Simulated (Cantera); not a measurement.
Cantera run, input and output.

```python
import numpy as np
import cantera as ct

gas = ct.Solution("gri30.yaml")
gas.TPX = 1075, 760, {'H2': 0.14, 'O2': 1, 'N2': 0.59}
reactor = ct.IdealGasConstPressureReactor(gas, energy="off", clone=False)
net = ct.ReactorNet([reactor])
net.rtol, net.atol = 1e-08, 1e-18
show = ['H2', 'O2', 'OH', 'H2O', 'NO', 'H', 'HO2']
times = np.geomspace(1e-05, 200, 11)

steps = ct.SolutionArray(gas, extra=["t"])
rows = []
print(f"{'t/s':>10s}{'T/K':>9s}{'P/Pa':>11s}" + "".join(f"{s:>11s}" for s in show))
for t in times:
    while net.time < t:
        t_next = net.step()
        steps.append(gas.state, t=t_next)
    rows.append([np.interp(t, steps.t, y) for y in (steps.T, steps.P, *steps(*show).X.T)])
    print(f"{t:10.3e}{rows[-1][0]:9.1f}{rows[-1][1]:11.4g}" + "".join(f"{x:11.3e}" for x in rows[-1][2:]))
rate = np.gradient(steps.T, steps.t)
print("integrator steps:", len(steps.t))
if steps.T.max() > steps.T[0] + 200:
    print(f"time of steepest temperature rise: {steps.t[rate.argmax()]:.4e} s")
gas.TPX = 1075, 760, {'H2': 0.14, 'O2': 1, 'N2': 0.59}
gas.equilibrate("TP")
print(f"equilibrium (TP): T = {gas.T:.1f} K  " + "  ".join(f"{s} {gas[s].X[0]:.3e}" for s in show))
```

Result:

```
       t/s      T/K       P/Pa         H2         O2         OH        H2O         NO          H        HO2
 1.000e-05   1075.0        760  8.092e-02  5.780e-01  3.464e-13  1.323e-14  1.724e-27  1.708e-11  1.742e-11
 5.372e-05   1075.0        760  8.092e-02  5.780e-01  8.389e-12  1.786e-12  2.948e-25  8.590e-11  9.362e-11
 2.885e-04   1075.0        760  8.092e-02  5.780e-01  1.400e-10  1.738e-10  5.040e-23  4.574e-10  5.037e-10
 1.550e-03   1075.0        760  8.092e-02  5.780e-01  7.888e-09  3.139e-08  1.476e-20  1.834e-08  2.814e-09
 8.326e-03   1075.0        760  1.600e-02  5.414e-01  4.633e-03  4.918e-02  1.043e-08  2.700e-02  2.793e-06
 4.472e-02   1075.0        760  1.618e-03  5.425e-01  2.310e-03  7.408e-02  4.084e-07  1.161e-02  2.818e-06
 2.402e-01   1075.0        760  1.852e-04  5.583e-01  7.700e-04  8.343e-02  5.638e-07  4.037e-04  1.695e-06
 1.290e+00   1075.0        760  6.074e-06  5.601e-01  1.410e-04  8.425e-02  5.655e-07  2.472e-06  2.266e-07
 6.931e+00   1075.0        760  3.748e-07  5.602e-01  3.578e-05  8.432e-02  5.653e-07  4.022e-08  2.098e-08
 3.723e+01   1075.0        760  4.221e-08  5.602e-01  1.215e-05  8.433e-02  5.656e-07  1.574e-09  2.911e-09
 2.000e+02   1075.0        760  6.381e-09  5.602e-01  4.746e-06  8.433e-02  5.655e-07  9.402e-11  1.022e-09
integrator steps: 2135
equilibrium (TP): T = 1075.0 K  H2 9.117e-10  O2 5.602e-01  OH 1.793e-06  H2O 8.434e-02  NO 7.431e-05  H 5.116e-12  HO2 1.609e-09
```

Detailed kinetics in Cantera: GRI-Mech 3.0 (53 species, 325 reactions). Radical loss at walls, strong at low pressure, is not modelled. The temperature is held fixed by assumption; the heat of reaction is taken as removed at once.
